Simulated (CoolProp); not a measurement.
Vapour-liquid equilibrium of toluene (1) + o-xylene (2) at 507.5 K; x and y are mole fractions of (1).

Values from CoolProp's multi-fluid Helmholtz-energy mixture model, Lemmon 2006 and Zhou 2012; pair parameters Bell 2016.

| x | bubble pressure, mixture model (kPa) | bubble pressure, Raoult's law (kPa) | y, mixture model | y, Raoult's law |
|---|---|---|---|---|
| 0.05 | 709.8 | 713.6 | 0.081 | 0.093 |
| 0.2 | [?] | 809.8 | 0.296 | 0.327 |
| 0.35 | 892.5 | 906.0 | 0.475 | 0.511 |
| 0.5 | [?] | 1002 | 0.626 | 0.660 |
| 0.65 | 1087 | 1098 | 0.755 | 0.783 |
| 0.8 | [?] | 1195 | 0.867 | 0.886 |
| 0.95 | 1289 | 1291 | [?] | 0.974 |

Question: Complete the blanks.

Answer: 
- 0.2, bubble pressure, mixture model (kPa): 798.9
- 0.5, bubble pressure, mixture model (kPa): 989.0
- 0.8, bubble pressure, mixture model (kPa): 1187
- 0.95, y, mixture model: 0.968

The largest gap from Raoult's law is -1.5 % in bubble pressure, at x = 0.35. No azeotrope shows between x = 0.05 and 0.95.

The pair parameters rest on a limited set of measurements; away from them the model extrapolates.
